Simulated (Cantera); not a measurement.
A freely propagating, adiabatic, planar premixed flame of 2.77 % CH₄, 0.163 % C₂H₆, 3.87 % C₃H₈, 19.6 % O₂, 73.6 % N₂, unburnt at 675 K and 740000 Pa; mixture-averaged transport, grid criteria slope 0.08 and curve 0.16, no radiation.

Computed with Cantera and GRI-Mech 3.0 (53 species, 325 reactions). GRI-Mech 3.0 was tuned for natural gas; its chemistry of propane as a main component is partial and can be far from experiment. Burning velocities carry a grid error of a few per cent, more on coarse grids.

x: mole fraction of selected species; z is measured from the peak of heat release.

```json
[
 {"z (mm)": "-0.170", "T (K)": "676", "u (m/s)": "0.937", "x CH₄": "0.0276", "x C₂H₆": "0.00163", "x C₃H₈": "0.0386", "x HCN": "<1e-8", "x CH₂CO": "7.14e-8", "x H₂": "0.00276"},
 {"z (mm)": "-0.113", "T (K)": "680", "u (m/s)": "0.947", "x CH₄": "0.0274", "x C₂H₆": "0.00162", "x C₃H₈": "0.0385", "x HCN": "___", "x CH₂CO": "___", "x H₂": "___"},
 {"z (mm)": "-0.0849", "T (K)": "694", "u (m/s)": "0.972", "x CH₄": "0.0270", "x C₂H₆": "0.00162", "x C₃H₈": "0.0383", "x HCN": "9.97e-8", "x CH₂CO": "6.47e-6", "x H₂": "0.0111"},
 {"z (mm)": "-0.0566", "T (K)": "779", "u (m/s)": "1.10", "x CH₄": "0.0256", "x C₂H₆": "0.00168", "x C₃H₈": "0.0370", "x HCN": "7.63e-7", "x CH₂CO": "6.66e-5", "x H₂": "0.0187"},
 {"z (mm)": "-0.0283", "T (K)": "1183", "u (m/s)": "1.73", "x CH₄": "0.0203", "x C₂H₆": "0.00221", "x C₃H₈": "0.0249", "x HCN": "5.75e-6", "x CH₂CO": "0.000714", "x H₂": "0.0298"},
 {"z (mm)": "-0.0142", "T (K)": "1576", "u (m/s)": "2.38", "x CH₄": "0.0147", "x C₂H₆": "0.00181", "x C₃H₈": "0.00774", "x HCN": "1.29e-5", "x CH₂CO": "0.00165", "x H₂": "0.0355"},
 {"z (mm)": "0", "T (K)": "1957", "u (m/s)": "3.01", "x CH₄": "0.00630", "x C₂H₆": "0.000236", "x C₃H₈": "0.000166", "x HCN": "2.54e-5", "x CH₂CO": "0.00127", "x H₂": "0.0376"},
 {"z (mm)": "0.0142", "T (K)": "2163", "u (m/s)": "3.34", "x CH₄": "0.00133", "x C₂H₆": "5.00e-6", "x C₃H₈": "1.22e-7", "x HCN": "3.66e-5", "x CH₂CO": "0.000237", "x H₂": "0.0356"},
 {"z (mm)": "0.0283", "T (K)": "2239", "u (m/s)": "3.45", "x CH₄": "___", "x C₂H₆": "___", "x C₃H₈": "<1e-8", "x HCN": "___", "x CH₂CO": "___", "x H₂": "0.0340"},
 {"z (mm)": "0.0566", "T (K)": "2288", "u (m/s)": "3.51", "x CH₄": "6.40e-6", "x C₂H₆": "<1e-8", "x C₃H₈": "<1e-8", "x HCN": "1.59e-5", "x CH₂CO": "7.43e-7", "x H₂": "0.0339"},
 {"z (mm)": "0.113", "T (K)": "2325", "u (m/s)": "3.56", "x CH₄": "4.39e-8", "x C₂H₆": "<1e-8", "x C₃H₈": "<1e-8", "x HCN": "4.36e-6", "x CH₂CO": "<1e-8", "x H₂": "0.0347"},
 {"z (mm)": "0.226", "T (K)": "2354", "u (m/s)": "3.59", "x CH₄": "<1e-8", "x C₂H₆": "<1e-8", "x C₃H₈": "<1e-8", "x HCN": "9.00e-7", "x CH₂CO": "<1e-8", "x H₂": "0.0349"},
 {"z (mm)": "0.453", "T (K)": "2371", "u (m/s)": "3.62", "x CH₄": "<1e-8", "x C₂H₆": "<1e-8", "x C₃H₈": "<1e-8", "x HCN": "1.74e-7", "x CH₂CO": "<1e-8", "x H₂": "0.0349"}
]
```

Fill in the missing entries.


- -0.113, x HCN: 1.97e-8
- -0.113, x CH₂CO: 1.06e-6
- -0.113, x H₂: 0.00680
- 0.0283, x CH₄: 0.000209
- 0.0283, x C₂H₆: 1.10e-7
- 0.0283, x HCN: 3.29e-5
- 0.0283, x CH₂CO: 2.86e-5
